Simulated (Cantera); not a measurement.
# Halide evaporation, hydrolysis and transport: FeCl2 + H2

Charge: 1 mol FeCl2, 0.47 mol H2, held at 1748.15 K and 70000 Pa.

Equilibrium computed with Cantera from the NASA thermochemical tables; the gas is ideal and each condensed phase is pure. Candidate condensed phases: Fe, FeCl2, FeCl3; 11 gas species. Equilibrium is a limit: real reactors are often held back by kinetics, nucleation or transport.

| Item | Result |
|---|---|
| x(FeCl2) | 0.532 |
| x(HCl) | 0.292 |
| x(H2) | 0.174 |
| x(Fe2Cl4) | 0.00161 |
| x(FeCl3) | 0.000216 |
| x(Cl) | 0.000148 |
| x(H) | 0.000114 |
| x(Fe) | 1.93e-5 |
| x(FeCl) | 7.64e-6 |
| n(Fe(δ)) | 0.215 mol |
| gas amount | 1.468 mol |
| log10 activity of FeCl2(l) (absent) | -1.63 |
